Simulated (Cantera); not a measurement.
A perfectly stirred reactor is fed with H₂ : O₂ : N₂ = 0.16 : 1 : 0.19 (molar parts), equivalence ratio 0.080, at 2670 Pa; it is held at 1100 K, and followed from long to short residence time.

Cantera simulation using GRI-Mech 3.0 (53 species, 325 reactions); the numbers are that mechanism's predictions, not measurements. Radical loss at walls, strong at low pressure, is not modelled. The temperature is held fixed by assumption; the heat of reaction is taken as removed at once.

Task: What does this change do: temperature 1100 to 1400 K?

Result: 
```csv
quantity,before,after
x(H₂) at τ = 1.00 s,0.000380,0.000236
x(O₂) at τ = 1.00 s,0.723,0.721
x(NO) at τ = 1.00 s,1.39e-8,1.96e-7
x(N₂O) at τ = 1.00 s,7.23e-9,1.03e-8
x(OH) at τ = 1.00 s,0.000669,0.00249
x(H₂) at τ = 8.70 ms,0.00613,0.00362
x(O₂) at τ = 8.70 ms,0.709,0.686
x(NO) at τ = 8.70 ms,1.32e-7,6.29e-7
x(N₂O) at τ = 8.70 ms,1.90e-9,3.57e-9
x(OH) at τ = 8.70 ms,0.00355,0.00957
```

Task: What does this change do: pressure from 2670 Pa to 1330 Pa?

Result: 
```
quantity                 before     after
---------------------  --------  --------
x(H₂) at τ = 1.00 s    0.000380  0.000541
x(O₂) at τ = 1.00 s       0.723     0.722
x(NO) at τ = 1.00 s     1.39e-8   2.82e-8
x(N₂O) at τ = 1.00 s    7.23e-9   3.09e-9
x(OH) at τ = 1.00 s    0.000669   0.00108
x(H₂) at τ = 8.70 ms    0.00613   0.00855
x(O₂) at τ = 8.70 ms      0.709     0.695
x(NO) at τ = 8.70 ms    1.32e-7   1.49e-7
x(N₂O) at τ = 8.70 ms   1.90e-9  7.38e-10
x(OH) at τ = 8.70 ms    0.00355   0.00476
```
